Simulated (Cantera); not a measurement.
What does this Cantera script print?

```python
import numpy as np
import cantera as ct

gas = ct.Solution("gri30.yaml")
gas.TPX = 1900, 13332, {'NO': 1, 'N2': 6.1}
reactor = ct.IdealGasConstPressureReactor(gas, energy="off", clone=False)
net = ct.ReactorNet([reactor])
net.rtol, net.atol = 1e-08, 1e-18
show = ['NO', 'O', 'NO2', 'N2O', 'O2', 'N2']
times = np.geomspace(2e-05, 10, 14)

steps = ct.SolutionArray(gas, extra=["t"])
rows = []
print(f"{'t/s':>10s}{'T/K':>9s}{'P/Pa':>11s}" + "".join(f"{s:>11s}" for s in show))
for t in times:
    while net.time < t:
        t_next = net.step()
        steps.append(gas.state, t=t_next)
    rows.append([np.interp(t, steps.t, y) for y in (steps.T, steps.P, *steps(*show).X.T)])
    print(f"{t:10.3e}{rows[-1][0]:9.1f}{rows[-1][1]:11.4g}" + "".join(f"{x:11.3e}" for x in rows[-1][2:]))
rate = np.gradient(steps.T, steps.t)
print("integrator steps:", len(steps.t))
if steps.T.max() > steps.T[0] + 200:
    print(f"time of steepest temperature rise: {steps.t[rate.argmax()]:.4e} s")
gas.TPX = 1900, 13332, {'NO': 1, 'N2': 6.1}
gas.equilibrate("TP")
print(f"equilibrium (TP): T = {gas.T:.1f} K  " + "  ".join(f"{s} {gas[s].X[0]:.3e}" for s in show))
```

It prints:

```
       t/s      T/K       P/Pa         NO          O        NO2        N2O         O2         N2
 2.000e-05   1900.0  1.333e+04  1.408e-01  2.859e-08  7.201e-11  2.857e-08  4.890e-12  8.592e-01
 5.488e-05   1900.0  1.333e+04  1.408e-01  7.833e-08  5.363e-10  7.816e-08  3.681e-11  8.592e-01
 1.506e-04   1900.0  1.333e+04  1.408e-01  2.141e-07  3.919e-09  2.128e-07  2.770e-10  8.592e-01
 4.132e-04   1900.0  1.333e+04  1.408e-01  5.835e-07  2.719e-08  5.716e-07  2.081e-09  8.592e-01
 1.134e-03   1900.0  1.333e+04  1.408e-01  1.595e-06  1.674e-07  1.481e-06  1.583e-08  8.592e-01
 3.111e-03   1900.0  1.333e+04  1.408e-01  4.556e-06  8.310e-07  3.488e-06  1.311e-07  8.592e-01
 8.537e-03   1900.0  1.333e+04  1.408e-01  1.380e-05  3.205e-06  6.562e-06  1.375e-06  8.592e-01
 2.343e-02   1900.0  1.333e+04  1.408e-01  3.294e-05  8.020e-06  8.413e-06  1.588e-05  8.592e-01
 6.428e-02   1900.0  1.333e+04  1.406e-01  4.097e-05  9.953e-06  8.490e-06  9.565e-05  8.593e-01
 1.764e-01   1900.0  1.333e+04  1.401e-01  4.299e-05  1.049e-05  8.420e-06  3.318e-04  8.595e-01
 4.840e-01   1900.0  1.333e+04  1.388e-01  4.795e-05  1.178e-05  8.234e-06  9.907e-04  8.602e-01
 1.328e+00   1900.0  1.333e+04  1.350e-01  5.973e-05  1.468e-05  7.734e-06  2.862e-03  8.620e-01
 3.644e+00   1900.0  1.333e+04  1.243e-01  8.458e-05  1.978e-05  6.449e-06  8.229e-03  8.674e-01
 1.000e+01   1900.0  1.333e+04  9.564e-02  1.287e-04  2.385e-05  3.734e-06  2.251e-02  8.817e-01
integrator steps: 529
equilibrium (TP): T = 1900.0 K  NO 3.568e-03  O 2.151e-04  NO2 1.530e-06  N2O 8.023e-08  O2 6.852e-02  N2 9.277e-01
```

Detailed kinetics in Cantera: GRI-Mech 3.0 (53 species, 325 reactions).
